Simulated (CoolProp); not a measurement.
CH2F2 (R32) along the isobar 7.54 MPa: density (kg/m³) from the reference equation and from simpler models built on Tc = 351.3 K, pc = 5.783 MPa, ω = 0.277; each cubic takes its own stable root.

Model: reference Helmholtz-energy equation of state, Tillner-Roth 1997, in CoolProp.

| T (K) | phase | reference | Redlich-Kwong | Soave-Redlich-Kwong | Peng-Robinson |
|---|---|---|---|---|---|
| 229.2 | liquid | 1205 | 911.7 | 942.4 | 1063 |
| 249.7 | liquid | 1149 | 866.6 | 899.3 | 1016 |
| 270.3 | liquid | 1087 | 816.1 | 849.4 | 960.1 |
| 290.9 | liquid | 1020 | 758.8 | 790.9 | 893.9 |
| 311.5 | liquid | 941.6 | 692.0 | 720.0 | 812.5 |
| 332.1 | liquid | 843.5 | 609.5 | 628.7 | 706.0 |
| 352.7 | supercritical | 687.3 | 493.3 | 490.7 | 542.2 |
| 373.2 | supercritical | 286.7 | 283.9 | 252.4 | 267.8 |
| 393.8 | supercritical | 197.1 | 197.2 | 182.6 | 191.8 |
| 414.4 | supercritical | 163.2 | 164.3 | 153.5 | 160.3 |
| 435 | supercritical | 142.9 | 144.5 | 135.6 | 140.9 |
